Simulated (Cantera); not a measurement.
## Pyrogenic steam for wet oxidation

An isothermal, constant-pressure homogeneous reactor starts with H2 : O2 : N2 = 0.83 : 1 : 16 (molar parts), equivalence ratio 0.41, at 1025 K and 1.00 bar.

Cantera simulation using GRI-Mech 3.0 (53 species, 325 reactions); the numbers are that mechanism's predictions, not measurements. The temperature is held fixed by assumption; the heat of reaction is taken as removed at once.

| t (s) | x H2 | x O2 | x O | x H2O | x OH | x H | x NO |
|---|---|---|---|---|---|---|---|
| 5.00e-6 | 0.0466 | 0.0561 | 1.35e-12 | 1.20e-12 | <1e-12 | 1.68e-11 | <1e-12 |
| 1.55e-5 | 0.0466 | 0.0561 | 8.75e-12 | 1.87e-11 | 3.71e-12 | 5.24e-11 | <1e-12 |
| 4.82e-5 | 0.0466 | 0.0561 | 5.47e-11 | 2.94e-10 | 2.04e-11 | 2.39e-10 | <1e-12 |
| 0.000150 | 0.0466 | 0.0561 | 1.04e-9 | 1.04e-8 | 3.78e-10 | 4.23e-9 | <1e-12 |
| 0.000464 | 0.0465 | 0.0560 | 3.42e-6 | 4.23e-5 | 1.63e-6 | 1.42e-5 | <1e-12 |
| 0.00144 | 0.00264 | 0.0348 | 4.93e-5 | 0.0449 | 5.08e-5 | 3.68e-5 | 2.42e-7 |
| 0.00447 | 0.00115 | 0.0341 | 5.07e-6 | 0.0465 | 6.10e-6 | 1.86e-6 | 2.16e-7 |
| 0.0139 | 0.000679 | 0.0339 | 1.60e-6 | 0.0470 | 2.35e-6 | 4.34e-7 | 1.74e-7 |
| 0.0431 | 0.000295 | 0.0337 | 5.77e-7 | 0.0474 | 1.28e-6 | 1.06e-7 | 1.30e-7 |
| 0.134 | 8.39e-5 | 0.0336 | 1.12e-7 | 0.0476 | 5.77e-7 | 1.38e-8 | 7.78e-8 |
| 0.415 | 1.85e-5 | 0.0336 | 1.14e-8 | 0.0476 | 2.09e-7 | 1.12e-9 | 4.15e-8 |
| 1.29 | 3.34e-6 | 0.0336 | 9.65e-10 | 0.0477 | 8.32e-8 | 8.54e-11 | 3.48e-8 |
| 4.00 | 2.81e-7 | 0.0336 | 6.45e-11 | 0.0477 | 4.44e-8 | 4.28e-12 | 7.28e-8 |
x: mole fraction; the columns are a selection and need not sum to one.

Equilibrium at this temperature and pressure: H2 4.73e-11, O2 0.0336, O 6.09e-11, H2O 0.0477, OH 8.11e-8, H <1e-12, NO 1.78e-5 (gas phase only).
